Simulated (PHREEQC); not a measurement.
# Reverse-osmosis permeate: speciation

A made-up water analysis in mmol/kgw, 75 °C, pH 6.52, pe 10.2:

| constituent | mmol/kgw |
|---|---|
| Na | 0.126 |
| K | 0.178 |
| Ca | 0.0774 |
| Mg | 0.0558 |
| Cl | 0.378 |
| S(6) | 0.00629 |
| Alkalinity (meq/kgw) | 0.182 |
| F | 0.00735 |
| O(0) (counted as O atoms) | 0.0115 |
| N(5) | 0.00668 |

Valence states are taken as typed.

Computed with PHREEQC (ion-association model, phreeqc.dat).

```
Quantity                         Value
--------------------  ----------------
ionic strength        0.000716 mol/kgw
specific conductance         168 µS/cm
charge-balance error            -1.4 %
```

```json
[
 {"species": "Cl-", "molality": "0.000378", "activity": "0.000365", "log γ": "-0.015"},
 {"species": "HCO3-", "molality": "0.000181", "activity": "0.000175", "log γ": "-0.014"},
 {"species": "K+", "molality": "0.000178", "activity": "0.000172", "log γ": "-0.015"},
 {"species": "Na+", "molality": "0.000126", "activity": "0.000122", "log γ": "-0.015"},
 {"species": "CO2", "molality": "0.000111", "activity": "0.000111", "log γ": "0.000"},
 {"species": "Ca+2", "molality": "7.71e-5", "activity": "6.75e-5", "log γ": "-0.058"},
 {"species": "Mg+2", "molality": "5.54e-5", "activity": "4.85e-5", "log γ": "-0.057"},
 {"species": "F-", "molality": "7.29e-6", "activity": "7.05e-6", "log γ": "-0.015"},
 {"species": "NO3-", "molality": "6.68e-6", "activity": "6.46e-6", "log γ": "-0.015"},
 {"species": "SO4-2", "molality": "6.00e-6", "activity": "5.25e-6", "log γ": "-0.058"},
 {"species": "O2", "molality": "5.75e-6", "activity": "5.75e-6", "log γ": "0.000"},
 {"species": "OH-", "molality": "7.03e-7", "activity": "6.80e-7", "log γ": "-0.015"},
 {"species": "H+", "molality": "3.12e-7", "activity": "3.02e-7", "log γ": "-0.014"},
 {"species": "CaHCO3+", "molality": "2.23e-7", "activity": "2.16e-7", "log γ": "-0.014"}
]
```

No solid was allowed to form. At this temperature some constants are extrapolated from 25 °C, and those without enthalpy data are left unchanged.
